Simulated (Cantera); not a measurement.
Feed: 1 mol Si, 2.8 mol HF, 0.19 mol H2, held at 0.00133 bar.

Cantera equilibrium calculation (NASA polynomials, part measured and part estimated; ideal gas, pure solids and liquids). Candidate condensed phases: Si; 25 gas species. The tables' values for SiF3 are old estimates; treat these amounts as uncertain. Kinetics and transport are ignored. All values below are at 500 °C.

Base state: H2 0.693, SiF4 0.302, SiHF3 0.00511, SiH2F2 5.24e-5, SiF3 1.66e-5 (mole fractions); condensed: Si(s).

What changes in the equilibrium state with this change: pressure from 0.00133 bar to 0.133 bar?


| species | before | after |
|---|---|---|
| H2 | 0.693 | 0.689 |
| SiF4 | 0.302 | 0.295 |
| SiHF3 | 0.00511 | 0.0158 |
| SiH2F2 | 5.24e-5 | 0.000515 |
| SiF3 | 1.66e-5 | 5.15e-6 |
| Si(s), mol | 0.297 | 0.290 |
